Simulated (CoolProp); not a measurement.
Vapour-liquid equilibrium of R134a (1) + R227EA (2) at 19.5 kPa; x and y are mole fractions of (1).

Computed with CoolProp (multi-fluid Helmholtz-energy mixture model, Tillner-Roth 1994 and Lemmon 2016; pair parameters Bell 2016).

```csv
x,"bubble temperature, mixture model (°C)","bubble temperature, Raoult's law (°C)","y, mixture model","y, Raoult's law"
0.05,-49.5,-49.3,___,0.079
0.2,___,-50.7,___,0.290
0.35,-53.1,-52.1,0.487,0.468
0.5,-54.3,-53.3,___,0.621
0.65,-55.2,-54.4,0.741,0.753
0.8,-56.0,-55.5,___,0.868
0.95,___,-56.5,0.961,0.969
```

Q: Some entries are withheld; supply them.

A: 
- 0.05, y, mixture model: 0.093
- 0.2, bubble temperature, mixture model (°C): -51.5
- 0.2, y, mixture model: 0.318
- 0.5, y, mixture model: 0.623
- 0.8, y, mixture model: 0.850
- 0.95, bubble temperature, mixture model (°C): -56.6

The largest gap from Raoult's law is -1.0 K in bubble temperature, at x = 0.35. No azeotrope shows between x = 0.05 and 0.95.

The pair parameters rest on a limited set of measurements; away from them the model extrapolates.
